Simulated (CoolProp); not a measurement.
Saturation properties of diethyl ether (Tc = 194.7 °C, pc = 37.17 bar, ω = 0.282).

Values from CoolProp's reference Helmholtz-energy equation of state, Thol 2014.

| T (°C) | p (bar) | vapour Z | surface tension (mN/m) |
|---|---|---|---|
| 74.95 | 3.525 | 0.8945 | 10.7 |
| 83.75 | 4.429 | 0.8772 | 9.75 |
| 92.55 | 5.497 | 0.8581 | 8.78 |
| 101.35 | 6.747 | 0.8370 | 7.84 |
| 110.15 | 8.197 | 0.8138 | 6.91 |
| 119.05 | 9.887 | 0.7880 | 5.99 |
| 127.85 | 11.80 | 0.7598 | 5.11 |
| 136.65 | 13.97 | 0.7287 | 4.25 |
| 145.45 | 16.44 | 0.6939 | 3.43 |

It boils at 34.5 °C under 1 atm.

Surface tension comes from a separate correlation (Mulero 2014).
